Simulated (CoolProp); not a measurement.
CH3F (R41) along the isobar 2.86 MPa: fugacity coefficient from the reference equation and from simpler models built on Tc = 317.3 K, pc = 5.906 MPa, ω = 0.200; each cubic takes its own stable root.

Values from CoolProp's reference Helmholtz-energy equation of state, Lemmon 2006. It is a short technical equation, of lower accuracy than the large ones.

| T (K) | phase | reference |
|---|---|---|
| 220.5 | liquid | 0.1181 |
| 243.2 | liquid | 0.2597 |
| 266 | liquid | 0.4811 |
| 288.7 | gas | 0.7477 |
| 311.4 | gas | 0.8057 |
| 334.1 | gas | 0.8462 |
| 356.8 | gas | 0.8761 |
| 379.6 | gas | 0.8991 |
| 402.3 | gas | 0.9170 |
| 425 | gas | 0.9313 |

Problem. How far does each simpler model (van der Waals, Redlich-Kwong, Soave-Redlich-Kwong, Peng-Robinson) lie from the reference over these 10 states: mean and median of the absolute difference, and the worst?

Solution. 
- van der Waals: mean 41.1 %, median 4.4 %, worst +214.5 % at 220.5 K and 2.86 MPa
- Redlich-Kwong: mean 10.8 %, median 2.4 %, worst +42.3 % at 220.5 K and 2.86 MPa
- Soave-Redlich-Kwong: mean 3.3 %, median 2.5 %, worst +7.0 % at 266 K and 2.86 MPa
- Peng-Robinson: mean 1.5 %, median 0.7 %, worst +4.2 % at 266 K and 2.86 MPa
